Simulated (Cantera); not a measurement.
Charge: 1 mol CO₂, 1.7 mol O₂, a varied amount of H₂, equilibrated at 1700 K and 36000 Torr.

Cantera equilibrium calculation (NASA polynomials, part measured and part estimated; ideal gas, pure solids and liquids). Candidate condensed phases: C, C₆H₆, C₇H₈, C₈H₁₈, H₂O; 110 gas species. The ideal-gas law is rough above about 30 bar. The numbers say what is thermodynamically allowed, not how fast it happens.

x: gas mole fraction; nothing condenses.

```
n(H₂) (mol)  x H₂O      x O₂   x CO₂     x H₂     x CO      x OH         x H
-----------  -----  --------  ------  -------  -------  --------  ----------
0.72         0.235     0.438   0.327  1.03e-6  4.89e-6  0.000255  (withheld)
1.3          0.388     0.313   0.298  2.01e-6  5.29e-6  0.000301  (withheld)
1.8          0.500     0.222   0.278  3.08e-6  5.84e-6  0.000313  (withheld)
2.4          0.615     0.128   0.256  4.98e-6  7.10e-6  0.000303  (withheld)
3            0.714    0.0476   0.238  9.50e-6  1.08e-5  0.000255  (withheld)
3.5          0.766   3.78e-8   0.211   0.0114   0.0108   7.87e-6  (withheld)
4.1          0.722  6.47e-10   0.141   0.0823   0.0550   2.76e-6  (withheld)
4.6          0.681  1.98e-10   0.105    0.140   0.0738   2.00e-6  (withheld)
5.2          0.633  7.99e-11  0.0765    0.205   0.0848   1.54e-6  (withheld)
```

### Question
What belongs in the gaps?

### Answer

- 0.72, x H: 2.16e-8
- 1.3, x H: 3.01e-8
- 1.8, x H: 3.73e-8
- 2.4, x H: 4.75e-8
- 3, x H: 6.55e-8
- 3.5, x H: 2.27e-6
- 4.1, x H: 6.10e-6
- 4.6, x H: 7.97e-6
- 5.2, x H: 9.64e-6
